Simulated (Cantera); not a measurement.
Cantera with NASA thermochemical tables; ideal gases at 1 bar, condensed phases pure. Values are per mole of reaction as written; species without (g) are pure solids or liquids, kept so even where they would boil at 1 bar. VN: taken at fixed stoichiometry.

**Question.** Between 300 and 1648 K, where is each reaction favourable under standard conditions?
- 3 V2O5 + 4 VN → 4 N(g) + 5 V2O3
- 10 V + 4 N2O(g) → V2O4 + 8 VN

**Answer.** 
- 3 V2O5 + 4 VN → 4 N(g) + 5 V2O3: ΔG° is 1148 kJ at 300 K and 491 kJ at 1648 K; it stays positive (K < 1). ΔH° is 1152 kJ and ΔS° 401 J/K at 1648 K.
- 10 V + 4 N2O(g) → V2O4 + 8 VN: ΔG° is -3260 kJ at 300 K and -2341 kJ at 1648 K; it stays negative (K > 1). ΔH° is -3398 kJ and ΔS° -641 J/K at 1648 K.
